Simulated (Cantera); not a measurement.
Input: 1 mol H2O, 0.15 mol O2, equilibrated at 627 °C and 0.000670 bar.

Cantera equilibrium calculation (NASA polynomials, part measured and part estimated; ideal gas, pure solids and liquids). Candidate condensed phases: H2O; 9 gas species. Equilibrium is a limit: real reactors are often held back by kinetics, nucleation or transport.

Base state: H2O 0.870, O2 0.130 (mole fractions); condensed: gas only.

Question: What changes in the equilibrium state with this change: 0.0082 mol Cl2 added?

Answer: 
```json
[
 {"species": "H2O", "before": "0.870", "after": "0.853"},
 {"species": "O2", "before": "0.130", "after": "0.133"},
 {"species": "HCl", "before": "0", "after": "0.0141"}
]
```
